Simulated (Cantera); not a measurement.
A perfectly stirred reactor is fed with NH3 : H2 = 1 : 1.2 (molar parts), at 5200 Pa; it is held at 2350 K, and followed from long to short residence time.

Detailed kinetics in Cantera: the gas-phase N/H chemistry of the illustrative SiF4/NH3 mechanism in the Surface Chemkin manual (1991). Walls and surfaces, which speed up NH3 decomposition in real reactors, are not modelled.

Task: Predict: x(NH3) at τ = 7.60 s; x(H2) at τ = 7.60 s; x(N2H2) at τ = 7.60 s; x(NH2) at τ = 7.60 s; x(NH3) at τ = 17.0 ms; x(H2) at τ = 17.0 ms; x(N2H2) at τ = 17.0 ms; x(N2H4) at τ = 17.0 ms; x(NH2) at τ = 17.0 ms.

Result: 
```
Item                     Result
----------------------  -------
x(NH3) at τ = 7.60 s    8.51e-5
x(H2) at τ = 7.60 s       0.803
x(N2H2) at τ = 7.60 s   2.72e-9
x(NH2) at τ = 7.60 s    1.48e-5
x(NH3) at τ = 17.0 ms     0.259
x(H2) at τ = 17.0 ms      0.671
x(N2H2) at τ = 17.0 ms  6.34e-6
x(N2H4) at τ = 17.0 ms  9.81e-9
x(NH2) at τ = 17.0 ms   0.00212
```
